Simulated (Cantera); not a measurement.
Input (Python, Cantera) and output of one run.

```python
import numpy as np
import cantera as ct

gas_names = """
    C CN CO CO2 C2 CCN CNC C2N2 C2O C3 C3O2 C4 C4N2 C5 Fe FeC5O5 FeO N NCO NO NO2 NO3 N2 N2O O O2 O3
""".split()
cond_names = """
    C(gr) Fe(a) Fe(c) Fe(d) Fe(L) FeC5O5(L) FeO(s) FeO(L) Fe2O3(s) Fe3O4(s)
""".split()


# ... load() reads the species with a 1 bar reference pressure and builds the phases ...
atoms = {
    'Fe(CO)5': {'Fe': 1, 'C': 5, 'O': 5},
    'CO': {'C': 1, 'O': 1},
    'N2': {'N': 2},
}
top_T = {'C(gr)': 4500, 'Fe2O3(s)': 1830, 'Fe3O4(s)': 1870}  # K; cautious upper limits of use, not melting points


# ... equilibrate(T, P, feed) seeds the gas with the atoms and calls Mixture.equilibrate('TP', solver="vcs", rtol=1e-11, max_steps=5000) ...
results = []
feed = {'Fe(CO)5': 1, 'CO': 3.9, 'N2': 20}  # mol
T = 1425  # K
P = 100000  # Pa
mix = equilibrate(T, P, feed)
results.append((T, P, feed, dict(zip(mix.species_names, mix.species_moles))))
print(gas.report(threshold=1e-06))
for i in range(1, mix.n_phases):
    print(f"{mix.phase(i).name:16s} {mix.phase_moles(i):12.5e} mol")
```

Result:

```
       temperature   1425 K
          pressure   1e+05 Pa
           density   0.23645 kg/m^3
  mean mol. weight   28.015 kg/kmol
   phase of matter   gas

                          1 kg             1 kmol
                     ---------------   ---------------
          enthalpy             65470        1.8341e+06  J
   internal energy       -3.5745e+05       -1.0014e+07  J
           entropy            8825.1        2.4723e+05  J/K
    Gibbs function        -1.251e+07       -3.5047e+08  J
 heat capacity c_p            1236.3             34636  J/K
 heat capacity c_v            939.54             26321  J/K

                      mass frac. Y      mole frac. X     chem. pot. / RT
                     ---------------   ---------------   ---------------
                CO           0.30769           0.30774           -37.113
               CO2        0.00019868        0.00012647           -72.131
                N2           0.69211           0.69213           -26.224
     [  +24 minor]         5.691e-08        2.8599e-08

C(gr)             3.65461e-03 mol
Fe(c)             9.99999e-01 mol
FeC5O5(L)         0.00000e+00 mol
FeO(s)            0.00000e+00 mol
Fe2O3(s)          0.00000e+00 mol
Fe3O4(s)          0.00000e+00 mol
```

Equilibrium computed with Cantera from the NASA thermochemical tables; the gas is ideal and each condensed phase is pure. Iron dissolves carbon and melts from about 1420 K in contact with it, which pure phases cannot show. Condensed phases not in the tables: cementite and carbon dissolved in iron.
